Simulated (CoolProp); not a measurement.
A single-stage vapour-compression cycle with R134a: evaporating at 216.15 K (dew point), condensing at 278.15 K (bubble point), superheat 8 K, subcooling 5 K, compressor efficiency 0.75, no pressure losses. Each further row changes one setting.

Computed with CoolProp (reference Helmholtz-energy equation of state, Tillner-Roth 1994).

```json
[
 {"case": "as stated", "cooling COP": "2.09", "pressure ratio": "18.1", "discharge temperature (K)": "330.9", "refrigerating effect (kJ/kg)": "169", "volumetric capacity (kJ/m³)": "180"},
 {"case": "evaporating temperature 221.15 K", "cooling COP": "2.38", "pressure ratio": "13.4", "discharge temperature (K)": "?", "refrigerating effect (kJ/kg)": "?", "volumetric capacity (kJ/m³)": "?"},
 {"case": "condensing temperature 273.15 K", "cooling COP": "2.33", "pressure ratio": "15.2", "discharge temperature (K)": "324.0", "refrigerating effect (kJ/kg)": "176", "volumetric capacity (kJ/m³)": "187"},
 {"case": "subcooling 10 K", "cooling COP": "2.17", "pressure ratio": "18.1", "discharge temperature (K)": "330.9", "refrigerating effect (kJ/kg)": "176", "volumetric capacity (kJ/m³)": "187"},
 {"case": "superheat 18 K", "cooling COP": "2.08", "pressure ratio": "18.1", "discharge temperature (K)": "?", "refrigerating effect (kJ/kg)": "176", "volumetric capacity (kJ/m³)": "180"},
 {"case": "compressor efficiency 0.65", "cooling COP": "1.81", "pressure ratio": "18.1", "discharge temperature (K)": "?", "refrigerating effect (kJ/kg)": "169", "volumetric capacity (kJ/m³)": "180"}
]
```

**Question.** What belongs in the gaps?

**Answer.** 
- evaporating temperature 221.15 K, discharge temperature (K): 325.2
- evaporating temperature 221.15 K, refrigerating effect (kJ/kg): 172
- evaporating temperature 221.15 K, volumetric capacity (kJ/m³): 245
- superheat 18 K, discharge temperature (K): 342.3
- compressor efficiency 0.65, discharge temperature (K): 344.1
